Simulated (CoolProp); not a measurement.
Vapour-liquid equilibrium of R143a (1) + R134a (2) at 0.0196 MPa; x and y are mole fractions of (1).

Computed with CoolProp (multi-fluid Helmholtz-energy mixture model, Lemmon and Jacobsen 2000 and Tillner-Roth 1994; pair parameters Lemmon 2004).

Question: Give the bubble temperature and the first vapour's composition at x = 0.05, 0.65, 0.95. Is there an azeotrope?

Answer: x = 0.05: -58.4 °C, y = 0.144; x = 0.65: -72.0 °C, y = 0.876; x = 0.95: -76.1 °C, y = 0.987. No azeotrope shows between x = 0.05 and 0.95.

Pair parameters are fitted to limited data, so mixtures are less certain than the pure fluids.
